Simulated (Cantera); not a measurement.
Charge: 1 mol TiO2, 1.1 mol CO, a varied amount of H2, held at 69.0 mbar.

Method: chemical equilibrium by Gibbs-energy minimisation in Cantera with the NASA 1993 tables (ideal gas, pure condensed phases). Candidate condensed phases: C, C6H6, C7H8, C8H18, H2O, Ti, TiC, TiO, TiO2, Ti2O3, Ti3O5, Ti4O7; 113 gas species. Mutual solubility and eutectic melting of coexisting phases are not modelled. Condensed phases not in the tables: Magnéli phases beyond Ti4O7. Equilibrium is a limit: real reactors are often held back by kinetics, nucleation or transport.

Stable condensed phases, one row left out:

```
T in K \ n(H2) in mol
         0.9 1.3 1.7 2.1 2.5 2.9 3.3 3.7 4.1 4.5 4.9 5.3 5.7
   1900    A   A   B   B   B   B   C   C   C   D   D   D   D
   1825    A   A   A   B   B   B   B   B   B   B   B   C   C
   1675    A   A   A   A   A   A   A   A   A   A   B   B   B
   1600    A   A   A   A   A   A   A   A   A   A   A   A   A
   1525    A   A   A   A   A   A   A   A   A   A   A   A   A
   1450    A   A   A   A   A   A   A   A   A   A   A   A   A
   1375    A   A   A   A   A   A   A   A   A   A   A   A   A
   1300    A   A   A   A   A   A   A   A   A   A   A   A   A
   1225    A   A   A   A   A   A   A   A   A   A   A   A   A
   1150    E   E   E   E   E   F   F   F   F   F   F   F   F
   1075    E   E   E   E   E   E   E   E   F   F   F   F   F
```

A: TiO2 + Ti4O7; B: Ti4O7; C: Ti3O5 + Ti4O7; D: Ti3O5; E: C + TiO2; F: TiO2.

### Question
Give the row for 1750 K.

### Answer
0.9: TiO2 + Ti4O7; 1.3: TiO2 + Ti4O7; 1.7: TiO2 + Ti4O7; 2.1: TiO2 + Ti4O7; 2.5: TiO2 + Ti4O7; 2.9: TiO2 + Ti4O7; 3.3: Ti4O7; 3.7: Ti4O7; 4.1: Ti4O7; 4.5: Ti4O7; 4.9: Ti4O7; 5.3: Ti4O7; 5.7: Ti4O7.
